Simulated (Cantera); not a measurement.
Source: NASA polynomial tables (part measured, part estimated), evaluated in Cantera. Values are per mole of reaction as written; species without (g) are pure solids or liquids, kept so even where they would boil at 1 bar.

3 O(g) + 2 B = B2O3(g)

```json
[
 {"T (K)": "300", "ΔH° (kJ)": "-1583.5", "ΔS° (J/K)": "-211.2", "ΔG° (kJ)": "-1520.2", "log10 K": "264.68", "condensed phases": "B(s)"},
 {"T (K)": "2825", "ΔH° (kJ)": "(withheld)", "ΔS° (J/K)": "(withheld)", "ΔG° (kJ)": "(withheld)", "log10 K": "(withheld)", "condensed phases": "B(l)"},
 {"T (K)": "2850", "ΔH° (kJ)": "-1730.2", "ΔS° (J/K)": "-296.0", "ΔG° (kJ)": "-886.7", "log10 K": "16.25", "condensed phases": "B(l)"},
 {"T (K)": "2875", "ΔH° (kJ)": "-1730.7", "ΔS° (J/K)": "-296.2", "ΔG° (kJ)": "-879.3", "log10 K": "15.97", "condensed phases": "B(l)"},
 {"T (K)": "2900", "ΔH° (kJ)": "-1731.2", "ΔS° (J/K)": "-296.3", "ΔG° (kJ)": "-871.9", "log10 K": "15.70", "condensed phases": "B(l)"},
 {"T (K)": "2925", "ΔH° (kJ)": "-1731.7", "ΔS° (J/K)": "-296.5", "ΔG° (kJ)": "-864.4", "log10 K": "15.44", "condensed phases": "B(l)"},
 {"T (K)": "2950", "ΔH° (kJ)": "-1732.2", "ΔS° (J/K)": "-296.7", "ΔG° (kJ)": "-857.0", "log10 K": "15.17", "condensed phases": "B(l)"},
 {"T (K)": "2975", "ΔH° (kJ)": "(withheld)", "ΔS° (J/K)": "(withheld)", "ΔG° (kJ)": "(withheld)", "log10 K": "(withheld)", "condensed phases": "B(l)"}
]
```

Question: What belongs in the gaps?

Answer: 
- 2825, ΔH° (kJ): -1729.7
- 2825, ΔS° (J/K): -295.8
- 2825, ΔG° (kJ): -894.1
- 2825, log10 K: 16.53
- 2975, ΔH° (kJ): -1732.7
- 2975, ΔS° (J/K): -296.8
- 2975, ΔG° (kJ): -849.6
- 2975, log10 K: 14.92
